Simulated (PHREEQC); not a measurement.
Dissolve 0.41 mol/kgw HF, 0.00037 mol/kgw NaF and 0.032 mol/kgw HCl at 20 °C. Closed to the air; pH follows from the charge balance.

Computed with PHREEQC (ion-association model, phreeqc.dat).

Each row changes one thing in this solution. This is a speciation only: nothing precipitates in the calculation.

```json
[
 {"case": "as made", "pH": "1.36", "ionic strength (mol/kgw)": "0.0511", "HF (mol/kgw)": "0.380", "HF2- (mol/kgw)": "0.0112", "F- (mol/kgw)": "0.00797", "NaF (mol/kgw)": "1.12e-6", "SI of Halite (NaCl)": "-6.67"},
 {"case": "HCl from 0.032 to 0.16 mol/kgw", "pH": "0.87", "ionic strength (mol/kgw)": "0.168", "HF (mol/kgw)": "0.398", "HF2- (mol/kgw)": "0.00451", "F- (mol/kgw)": "0.00310", "NaF (mol/kgw)": "3.48e-7", "SI of Halite (NaCl)": "___"},
 {"case": "temperature from 20 to 15 °C", "pH": "1.36", "ionic strength (mol/kgw)": "0.0519", "HF (mol/kgw)": "0.379", "HF2- (mol/kgw)": "0.0114", "F- (mol/kgw)": "0.00854", "NaF (mol/kgw)": "1.20e-6", "SI of Halite (NaCl)": "-6.66"},
 {"case": "0.043 mol/kgw HNO3 added", "pH": "1.14", "ionic strength (mol/kgw)": "0.0876", "HF (mol/kgw)": "0.390", "HF2- (mol/kgw)": "0.00742", "F- (mol/kgw)": "0.00517", "NaF (mol/kgw)": "6.62e-7", "SI of Halite (NaCl)": "-6.70"},
 {"case": "diluted 5-fold with water", "pH": "1.93", "ionic strength (mol/kgw)": "0.0130", "HF (mol/kgw)": "___", "HF2- (mol/kgw)": "0.00142", "F- (mol/kgw)": "0.00520", "NaF (mol/kgw)": "1.75e-7", "SI of Halite (NaCl)": "-7.99"},
 {"case": "diluted 100-fold with water", "pH": "2.80", "ionic strength (mol/kgw)": "0.00166", "HF (mol/kgw)": "0.00275", "HF2- (mol/kgw)": "1.34e-5", "F- (mol/kgw)": "___", "NaF (mol/kgw)": "2.57e-9", "SI of Halite (NaCl)": "-10.53"},
 {"case": "HCl from 0.032 to 0.0064 mol/kgw", "pH": "___", "ionic strength (mol/kgw)": "___", "HF (mol/kgw)": "0.368", "HF2- (mol/kgw)": "0.0153", "F- (mol/kgw)": "0.0113", "NaF (mol/kgw)": "1.70e-6", "SI of Halite (NaCl)": "-7.34"}
]
```

Fill in the missing entries.


- HCl from 0.032 to 0.16 mol/kgw, SI of Halite (NaCl): -6.05
- diluted 5-fold with water, HF (mol/kgw): 0.0740
- diluted 100-fold with water, F- (mol/kgw): 0.00132
- HCl from 0.032 to 0.0064 mol/kgw, pH: 1.54
- HCl from 0.032 to 0.0064 mol/kgw, ionic strength (mol/kgw): 0.0331
